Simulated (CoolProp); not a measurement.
CHF3 (R23) along the isotherm 263.2 K: Z from the reference equation and from simpler models built on Tc = 299.3 K, pc = 48.32 bar, ω = 0.263; each cubic takes its own stable root.

Values from CoolProp's reference Helmholtz-energy equation of state, Penoncello 2003.

```csv
p (bar),phase,reference
3.02,gas,0.9637
6.04,gas,0.9251
9.06,gas,0.8834
12.1,gas,0.8377
15.1,gas,0.7873
18.1,gas,0.7292
21.1,liquid,0.06091
24.2,liquid,0.06962
```

Q: How far does each simpler model (van der Waals, Redlich-Kwong, Soave-Redlich-Kwong, Peng-Robinson) lie from the reference over these 8 states: mean and median of the absolute difference, and the worst?

A: 
- van der Waals: mean 271.8 %, median 7.3 %, worst +1182.9 % at 263.2 K and 21.1 bar
- Redlich-Kwong: mean 143.2 %, median 3.8 %, worst +1097.7 % at 263.2 K and 21.1 bar
- Soave-Redlich-Kwong: mean 7.2 %, median 2.5 %, worst +22.8 % at 263.2 K and 21.1 bar
- Peng-Robinson: mean 2.7 %, median 1.1 %, worst +8.2 % at 263.2 K and 21.1 bar

At some of these states van der Waals, Redlich-Kwong gives the other phase, because its saturation line lies elsewhere.
